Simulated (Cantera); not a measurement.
Input: 1 mol Ti, 0.14 mol CO2, 58 mol H2, held at 1673.15 K and 0.133 bar.

Method: chemical equilibrium by Gibbs-energy minimisation in Cantera with the NASA 1993 tables (ideal gas, pure condensed phases). Candidate condensed phases: C, C6H6, C7H8, C8H18, H2O, Ti, TiC, TiO, TiO2, Ti2O3, Ti3O5, Ti4O7; 113 gas species. Mutual solubility and eutectic melting of coexisting phases are not modelled. TiC, TiO: taken at fixed stoichiometry. Condensed phases not in the tables: solid solutions among these carbides, nitrides and lower oxides, N, O or C dissolved in the metal. Kinetics and transport are ignored.

Base state: H2 1.000, H 0.000312 (mole fractions); condensed: Ti(β) + TiC(s) + TiO(s).

Q: What changes in the equilibrium state with this change: CO2 from 0.14 to 0.53 mol?

A: 
| species | before | after |
|---|---|---|
| H2 | 1.000 | 0.997 |
| CO | 6.20e-9 | 0.00243 |
| H | 0.000312 | 0.000312 |
| H2O | 5.78e-8 | 3.60e-5 |
| Ti(β), mol | 0.580 | 0 |
| TiC(s), mol | 0.140 | 0.389 |
| TiO(s), mol | 0.280 | 0 |
| Ti2O3(s), mol | 0 | 0.306 |
TiC: taken at fixed stoichiometry.

Q: What changes in the equilibrium state with this change: pressure from 0.133 bar to 89.0 Pa?

A: 
```tsv
species	before	after
H2	1.000	0.996
H	0.000312	0.00382
Ti	3.63e-7	5.44e-5
Ti(β), mol	0.580	0.577
TiC(s), mol	0.140	0.140
TiO(s), mol	0.280	0.280
```
